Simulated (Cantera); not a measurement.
A closed system holds: 1 mol Si2H6, 4.2 mol H2, equilibrated at 0.0800 bar.

These are equilibrium values from Cantera (NASA tables, ideal gas, pure condensed phases), not measurements of a reactor. Candidate condensed phases: Si; 9 gas species. The feed counts by its element totals alone. Gases not in the tables: Si2H6 and higher silanes. Rates play no part.

Question: At 1477 °C, list the 4 most abundant gas species with their mole fractions, and the condensed phases.

Answer: H2 0.999, H 0.000822, SiH2 2.08e-5, Si 1.88e-5. Condensed: Si(l).
